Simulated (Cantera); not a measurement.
A perfectly stirred reactor is fed with H2 : O2 : N2 = 1 : 1 : 3.76 (molar parts), at 1.00 bar; it is adiabatic with a 625 K inlet, and is followed from long to short residence time, starting on the burning branch (τ in s: 0.026, 0.013, 0.0067, 0.0033, 0.0017, 0.00085, 0.00043, 0.00021, 0.00011, 5.4e-05, 2.7e-05, 1.4e-05).

Cantera simulation using GRI-Mech 3.0 (53 species, 325 reactions); the numbers are that mechanism's predictions, not measurements.

Task: What does this change do: H2 1 to 1.4 parts?

Result: 
```
quantity                                                                      before                                   after
------------------------------------------------  ----------------------------------  --------------------------------------
blow-out, bracketed by the residence times tried  burning at 27.0 µs, out at 14.0 µs  burning at 14.0 µs, the shortest tried
x(H2) at τ = 26.0 ms                                                        0.000482                                 0.00228
x(O2) at τ = 26.0 ms                                                          0.0942                                  0.0529
x(H) at τ = 26.0 ms                                                          8.87e-5                                0.000475
x(HO2) at τ = 26.0 ms                                                        3.02e-6                                 4.09e-6
x(NO2) at τ = 26.0 ms                                                        4.96e-8                                 6.26e-7
x(H2) at τ = 0.430 ms                                                        0.00591                                  0.0140
x(O2) at τ = 0.430 ms                                                         0.0929                                  0.0554
x(H) at τ = 0.430 ms                                                         0.00419                                 0.00890
x(HO2) at τ = 0.430 ms                                                       2.47e-5                                 1.39e-5
x(NO2) at τ = 0.430 ms                                                       8.55e-9                                 1.55e-8
```
